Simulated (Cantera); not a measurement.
Input: 1 mol PbO, a varied amount of CO, 0.15 mol N₂, at 23.0 Pa.

Method: chemical equilibrium by Gibbs-energy minimisation in Cantera with the NASA 1993 tables (ideal gas, pure condensed phases). Candidate condensed phases: C, Pb, PbO, PbO₂, Pb₃O₄; 27 gas species. Mutual solubility and eutectic melting of coexisting phases are not modelled. Equilibrium is a limit: real reactors are often held back by kinetics, nucleation or transport.

Stable condensed phases, one row left out:

```
T in °C \ n(CO) in mol
          0.04 0.076  0.14  0.28  0.52     1   1.9   3.6   6.9
   1250      A     A     A     A     A     A     A     A     A
   1200      A     A     A     A     A     A     A     A     A
   1150      A     A     A     A     A     A     A     A     A
   1100      A     A     A     A     A     A     A     A     A
   1050      A     A     A     A     A     A     A     A     A
   1000      A     A     A     A     A     A     A     A     A
    950      B     B     B     B     A     A     A     A     A
    850      B     B     B     B     B     A     A     A     A
    800      B     B     C     C     C     D     D     A     A
    750      C     C     C     C     C     D     D     D     D
```

A: gas only; B: PbO; C: Pb + PbO; D: Pb.

Task: Give the row for 900 °C.

Result: 0.04: PbO; 0.076: PbO; 0.14: PbO; 0.28: PbO; 0.52: PbO; 1: gas only; 1.9: gas only; 3.6: gas only; 6.9: gas only.
